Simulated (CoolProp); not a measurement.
Saturated liquid density (kg/m³) of normal hydrogen: the reference equation beside estimates from Tc = 33.1 K, pc = 1.296 MPa, ω = -0.219. Rackett uses Z = 0.29056 − 0.08775 ω.

The numbers come from the reference Helmholtz-energy equation of state, Leachman 2009 in CoolProp.

```json
[
 {"T (K)": "22.4", "reference": "68.38", "Rackett": "71.58", "van der Waals": "55.24"},
 {"T (K)": "23.6", "reference": "66.77", "Rackett": "69.58", "van der Waals": "53.55"},
 {"T (K)": "24.8", "reference": "65.01", "Rackett": "67.47", "van der Waals": "51.74"},
 {"T (K)": "26", "reference": "63.08", "Rackett": "65.19", "van der Waals": "49.77"},
 {"T (K)": "27.3", "reference": "60.74", "Rackett": "62.50", "van der Waals": "47.43"},
 {"T (K)": "28.5", "reference": "58.27", "Rackett": "59.73", "van der Waals": "45.01"},
 {"T (K)": "29.7", "reference": "55.36", "Rackett": "56.55", "van der Waals": "42.24"},
 {"T (K)": "30.9", "reference": "51.73", "Rackett": "52.69", "van der Waals": "38.92"},
 {"T (K)": "32.2", "reference": "45.95", "Rackett": "46.78", "van der Waals": "34.05"}
]
```

Absolute difference from the reference over all 9 rows, mean and median: Rackett 3.0 and 2.9 %, van der Waals 22.2 and 21.9 %.
